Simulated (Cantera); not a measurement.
Diamond growth

A diamond (100) surface in a fixed gas of H2 with x(CH4) = 0.012, x(H) = 0.00023, x(CH3) = 0.00017, 0.0390 bar; coverages are run to steady state.

Computed with Cantera and the Harris–Goodwin 1993 mechanism for the reconstructed diamond (100) surface.

```csv
T (K),growth (µm/h),θ c6HH,θ c6H*,θ c6*H,θ c6**,θ c6HM
950,1.31,0.453,0.00949,0.225,0.00323,0.237
1000,1.20,0.500,0.0143,0.293,0.00505,0.136
1050,0.775,0.535,0.0199,0.357,0.00708,0.0551
1100,0.432,0.541,0.0250,0.396,0.00870,0.0177
1150,0.274,0.536,0.0292,0.414,0.00975,0.00535
1200,0.216,0.532,0.0327,0.419,0.0103,0.00164
1250,0.181,0.535,0.0357,0.416,0.0105,0.000519
1300,0.128,0.544,0.0380,0.406,0.0104,0.000170
1350,0.0668,0.558,0.0397,0.392,0.00996,5.88e-5
1400,0.0282,0.575,0.0409,0.375,0.00936,2.20e-5
```
θ: site fractions in the mechanism's names (c6HH fully hydrogenated, c6H* and c6*H radical sites, c6** diradical, c6HM methylated).
